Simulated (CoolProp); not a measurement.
Properties of ethanol along the isobar 0.101 MPa.

Values from CoolProp's reference Helmholtz-energy equation of state, Schroeder 2014.

| T (K) | phase | density (kg/m³) | speed of sound (m/s) | viscosity (µPa s) | conductivity (mW/(m K)) | fugacity coefficient |
|---|---|---|---|---|---|---|
| 419.8 | gas | 1.351 | 287.4 | 12.4 | 28.3 | 0.9870 |
| 436.5 | gas | 1.296 | 293.0 | ___ | 30.3 | 0.9893 |
| 453.2 | gas | 1.246 | 298.5 | 13.4 | ___ | 0.9911 |
| 469.9 | gas | 1.200 | 303.8 | 13.9 | 34.3 | 0.9925 |
| 486.6 | gas | 1.157 | 309.0 | 14.4 | 36.4 | 0.9937 |
| 503.2 | gas | 1.118 | 314.1 | 14.9 | 38.5 | 0.9947 |
| 519.9 | gas | 1.081 | 319.1 | 15.3 | 40.6 | 0.9954 |
| 536.6 | gas | 1.047 | 324.0 | 15.8 | 42.7 | 0.9961 |
| 553.3 | gas | 1.015 | 328.8 | 16.3 | 44.9 | 0.9966 |
| 570 | gas | 0.9847 | 333.6 | 16.7 | 47.0 | 0.9971 |
| 586.6 | gas | 0.9564 | 338.2 | 17.2 | 49.2 | 0.9975 |
| 603.3 | gas | 0.9297 | 342.8 | 17.6 | 51.4 | 0.9978 |
| 620 | gas | 0.9044 | 347.3 | ___ | ___ | 0.9980 |

Problem. Fill in the missing entries.

Solution. 
- 436.5, viscosity (µPa s): 12.9
- 453.2, conductivity (mW/(m K)): 32.3
- 620, viscosity (µPa s): 18.1
- 620, conductivity (mW/(m K)): 53.6

Viscosity comes from a separate model (Kiselev 2005). Thermal conductivity comes from a separate model (Assael 2013).
